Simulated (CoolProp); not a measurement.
Saturated liquid density (kg/m³) of n-decane: the reference equation beside estimates from Tc = 617.7 K, pc = 2.101 MPa, ω = 0.488. Rackett uses Z = 0.29056 − 0.08775 ω.

The numbers come from the reference Helmholtz-energy equation of state, Lemmon 2006 in CoolProp. It is a short technical equation, of lower accuracy than the large ones.

| T (K) | reference | Rackett | van der Waals | Redlich-Kwong |
|---|---|---|---|---|
| 474.9 | 577.5 | 588.8 | 310.9 | 443.5 |
| 478.6 | 573.8 | 584.7 | 308.9 | 439.9 |
| 482.2 | 570.1 | 580.8 | 306.9 | 436.3 |
| 485.9 | 566.3 | 576.6 | 304.8 | 432.5 |
| 489.5 | 562.5 | 572.6 | 302.7 | 428.8 |
| 493.2 | 558.6 | 568.3 | 300.6 | 425.0 |
| 496.8 | 554.7 | 564.2 | 298.5 | 421.2 |
| 500.5 | 550.7 | 559.8 | 296.3 | 417.2 |
| 504.1 | 546.7 | 555.5 | 294.1 | 413.2 |

Absolute difference from the reference over all 9 rows, mean and median: Rackett 1.8 and 1.8 %, van der Waals 46.2 and 46.2 %, Redlich-Kwong 23.8 and 23.8 %.
